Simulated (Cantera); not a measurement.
A Cantera script and its output.

```python
import numpy as np
import cantera as ct

gas = ct.Solution("gri30.yaml")
gas.TPX = 1175, 1000000, {'CH4': 1, 'O2': 3.64, 'N2': 13.7, 'H2O': 0.56}
reactor = ct.IdealGasReactor(gas, energy="on", clone=False)
net = ct.ReactorNet([reactor])
net.rtol, net.atol = 1e-08, 1e-16
show = ['CH4', 'O2', 'H2O', 'NO2', 'CH2O', 'NO', 'C2H4']
times = np.geomspace(2e-06, 0.2, 14)

steps = ct.SolutionArray(gas, extra=["t"])
rows = []
print(f"{'t/s':>10s}{'T/K':>9s}{'P/Pa':>11s}" + "".join(f"{s:>11s}" for s in show))
for t in times:
    while net.time < t:
        t_next = net.step()
        steps.append(gas.state, t=t_next)
    rows.append([np.interp(t, steps.t, y) for y in (steps.T, steps.P, *steps(*show).X.T)])
    print(f"{t:10.3e}{rows[-1][0]:9.1f}{rows[-1][1]:11.4g}" + "".join(f"{x:11.3e}" for x in rows[-1][2:]))
rate = np.gradient(steps.T, steps.t)
print("integrator steps:", len(steps.t))
if steps.T.max() > steps.T[0] + 200:
    print(f"time of steepest temperature rise: {steps.t[rate.argmax()]:.4e} s")
gas.TPX = 1175, 1000000, {'CH4': 1, 'O2': 3.64, 'N2': 13.7, 'H2O': 0.56}
gas.equilibrate("UV")
print(f"equilibrium (UV): T = {gas.T:.1f} K  " + "  ".join(f"{s} {gas[s].X[0]:.3e}" for s in show))
```

Output:

```
       t/s      T/K       P/Pa        CH4         O2        H2O        NO2       CH2O         NO       C2H4
 2.000e-06   1175.0      1e+06  5.291e-02  1.926e-01  2.963e-02  2.472e-28  5.284e-11  2.990e-22  2.315e-16
 4.849e-06   1175.0      1e+06  5.291e-02  1.926e-01  2.963e-02  7.782e-27  3.137e-10  1.665e-21  4.169e-15
 1.176e-05   1175.0      1e+06  5.291e-02  1.926e-01  2.963e-02  2.584e-25  1.883e-09  9.648e-21  6.801e-14
 2.850e-05   1175.0      1e+06  5.291e-02  1.926e-01  2.963e-02  8.866e-24  1.162e-08  5.835e-20  1.094e-12
 6.910e-05   1175.0      1e+06  5.291e-02  1.926e-01  2.963e-02  3.234e-22  7.744e-08  3.830e-19  1.977e-11
 1.675e-04   1175.0      1e+06  5.291e-02  1.926e-01  2.963e-02  1.315e-20  6.114e-07  3.014e-18  4.774e-10
 4.062e-04   1175.0      1e+06  5.290e-02  1.926e-01  2.964e-02  6.433e-19  5.606e-06  3.078e-17  1.389e-08
 9.848e-04   1175.4      1e+06  5.285e-02  1.925e-01  2.968e-02  2.622e-17  3.487e-05  2.474e-16  1.769e-07
 2.388e-03   1177.4  1.002e+06  5.258e-02  1.923e-01  2.991e-02  1.148e-15  1.787e-04  2.136e-15  2.018e-06
 5.789e-03   2496.3  2.131e+06  2.395e-18  8.376e-02  1.313e-01  9.233e-06  6.889e-12  3.556e-03  4.783e-28
 1.403e-02   2475.2  2.112e+06  1.891e-18  7.938e-02  1.317e-01  3.218e-05  5.882e-12  1.250e-02  3.094e-28
 3.403e-02   2474.2  2.112e+06  1.870e-18  7.918e-02  1.317e-01  3.320e-05  5.839e-12  1.291e-02  3.032e-28
 8.249e-02   2474.2  2.112e+06  1.870e-18  7.918e-02  1.317e-01  3.320e-05  5.839e-12  1.291e-02  3.032e-28
 2.000e-01   2474.2  2.112e+06  1.870e-18  7.918e-02  1.317e-01  3.320e-05  5.839e-12  1.291e-02  3.032e-28
integrator steps: 2243
time of steepest temperature rise: 4.9304e-03 s
equilibrium (UV): T = 2474.2 K  CH4 2.698e-18  O2 7.918e-02  H2O 1.317e-01  NO2 3.320e-05  CH2O 5.839e-12  NO 1.291e-02  C2H4 3.778e-28
```

Model: GRI-Mech 3.0 (53 species, 325 reactions), integrated in Cantera.
